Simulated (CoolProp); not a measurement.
n-perfluorohexane at 298.15 K and 0.0196 MPa is throttled through a valve to 0.00229 MPa with no heat exchange. Each further row changes one setting.

The numbers come from the reference Helmholtz-energy equation of state, Gao 2022 in CoolProp.

```
case                          temperature change (K)  final density (kg/m³)
----------------------------  ----------------------  ---------------------
as stated                                       -0.4                  0.313
outlet pressure 0.000687 MPa                    -0.5                 0.0939
outlet pressure 0.00298 MPa                     -0.4                  0.408
```
